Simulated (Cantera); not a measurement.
An adiabatic, constant-volume homogeneous reactor starts with H2 : O2 : N2 : NO = 1 : 1.06 : 4 : 0.013 (molar parts), at 1100 K and 4.93 atm.

Cantera simulation using GRI-Mech 3.0 (53 species, 325 reactions); the numbers are that mechanism's predictions, not measurements. The hydrogen kinetics of GRI-Mech 3.0 are dated; newer H2 mechanisms differ, most at raised pressure. The mechanism lacks 2 NO + O2 → 2 NO2 and HONO, so NO2 and the effect of NO are under-described below about 1400 K.

x: mole fraction; the columns are a selection and need not sum to one.

| t (s) | T (K) | P (bar) | x H2 | x O2 | x NO | x HO2 | x H2O | x H | x NO2 |
|---|---|---|---|---|---|---|---|---|---|
| 1.00e-5 | 1100 | 5.00 | 0.165 | 0.175 | 0.00214 | 1.83e-7 | 3.69e-7 | 5.00e-8 | (withheld) |
| 2.85e-5 | 1103 | 5.01 | 0.164 | 0.174 | 0.00207 | 9.00e-5 | 0.000284 | 2.78e-5 | (withheld) |
| 8.09e-5 | 2498 | 10.5 | 0.00102 | 0.0977 | 0.00245 | 1.90e-5 | 0.173 | 0.000248 | (withheld) |
| 0.000230 | 2497 | 10.5 | 0.00101 | 0.0975 | 0.00288 | 1.89e-5 | 0.173 | 0.000247 | (withheld) |
| 0.000655 | 2495 | 10.4 | 0.00101 | 0.0970 | 0.00403 | 1.87e-5 | 0.173 | 0.000243 | (withheld) |
| 0.00186 | 2489 | 10.4 | 0.000984 | 0.0957 | 0.00670 | 1.82e-5 | 0.173 | 0.000234 | (withheld) |
| 0.00530 | 2479 | 10.4 | 0.000950 | 0.0937 | 0.0110 | 1.74e-5 | 0.174 | 0.000221 | (withheld) |
| 0.0151 | 2473 | 10.3 | 0.000930 | 0.0924 | 0.0136 | 1.70e-5 | 0.174 | 0.000213 | 2.65e-5 |
| 0.0429 | 2472 | 10.3 | 0.000928 | 0.0923 | 0.0138 | 1.69e-5 | 0.174 | 0.000212 | 2.69e-5 |
| 0.122 | 2472 | 10.3 | 0.000928 | 0.0923 | 0.0138 | 1.69e-5 | 0.174 | 0.000212 | 2.69e-5 |
| 0.347 | 2472 | 10.3 | 0.000928 | 0.0923 | 0.0138 | 1.69e-5 | 0.174 | 0.000212 | 2.69e-5 |
| 0.988 | 2472 | 10.3 | 0.000928 | 0.0923 | 0.0138 | 1.69e-5 | 0.174 | 0.000212 | 2.69e-5 |
| 2.81 | 2472 | 10.3 | 0.000928 | 0.0923 | 0.0138 | 1.69e-5 | 0.174 | 0.000212 | 2.69e-5 |
| 8.00 | 2472 | 10.3 | 0.000928 | 0.0923 | 0.0138 | 1.69e-5 | 0.174 | 0.000212 | 2.69e-5 |

**Question.** Some entries are withheld; supply them.

**Answer.** 
- 1.00e-5, x NO2: 1.45e-7
- 2.85e-5, x NO2: 6.87e-5
- 8.09e-5, x NO2: 4.81e-6
- 0.000230, x NO2: 5.65e-6
- 0.000655, x NO2: 7.89e-6
- 0.00186, x NO2: 1.31e-5
- 0.00530, x NO2: 2.14e-5
